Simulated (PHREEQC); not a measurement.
A column of 0.1 m (40 cells, dispersivity 0.005 m, 60 s a shift, diffusion coefficient 3e-10 m²/s) holds 0.0027 eq of the database's cation exchanger X per kg of pore water, first in equilibrium with 0.00036 mol/kgw KBr, 0.097 mol/kgw SrCl2 and 1e-05 mol/kgw HCl. It is flushed with 3.4 mmol/kgw BaCl2, 0.9 mmol/kgw NaCl and 0.01 mmol/kgw HCl, at 40 °C. Values are for the last cell. CO2 from the air is kept out. Precipitation was switched off in this run.

Base run: PHREEQC, ion-association model, phreeqc.dat. Each further column changes one thing. The table gives Ba in solution (mol/kgw).

```json
[
 {"pore volumes": "0", "base": "0", "exchange capacity from 0.0027 to 0.0014 eq/kgw": "0", "dispersivity from 0.005 to 0.01 m": "0"},
 {"pore volumes": "0.3125", "base": "1.54e-7", "exchange capacity from 0.0027 to 0.0014 eq/kgw": "1.72e-7", "dispersivity from 0.005 to 0.01 m": "1.07e-5"},
 {"pore volumes": "0.6125", "base": "0.000219", "exchange capacity from 0.0027 to 0.0014 eq/kgw": "0.000235", "dispersivity from 0.005 to 0.01 m": "0.000520"},
 {"pore volumes": "0.9125", "base": "0.00125", "exchange capacity from 0.0027 to 0.0014 eq/kgw": "0.00137", "dispersivity from 0.005 to 0.01 m": "0.00150"},
 {"pore volumes": "1.212", "base": "0.00199", "exchange capacity from 0.0027 to 0.0014 eq/kgw": "0.00228", "dispersivity from 0.005 to 0.01 m": "0.00217"},
 {"pore volumes": "1.512", "base": "0.00216", "exchange capacity from 0.0027 to 0.0014 eq/kgw": "0.00259", "dispersivity from 0.005 to 0.01 m": "0.00244"},
 {"pore volumes": "1.812", "base": "0.00231", "exchange capacity from 0.0027 to 0.0014 eq/kgw": "0.00277", "dispersivity from 0.005 to 0.01 m": "0.00253"},
 {"pore volumes": "2.112", "base": "0.00264", "exchange capacity from 0.0027 to 0.0014 eq/kgw": "0.00302", "dispersivity from 0.005 to 0.01 m": "0.00261"},
 {"pore volumes": "2.413", "base": "0.00299", "exchange capacity from 0.0027 to 0.0014 eq/kgw": "0.00322", "dispersivity from 0.005 to 0.01 m": "0.00275"},
 {"pore volumes": "2.712", "base": "0.00321", "exchange capacity from 0.0027 to 0.0014 eq/kgw": "0.00333", "dispersivity from 0.005 to 0.01 m": "0.00292"},
 {"pore volumes": "3.013", "base": "0.00332", "exchange capacity from 0.0027 to 0.0014 eq/kgw": "0.00338", "dispersivity from 0.005 to 0.01 m": "0.00308"}
]
```

Away from 25 °C the constants follow the database's enthalpies or fits; those with neither stay at their 25 °C values.
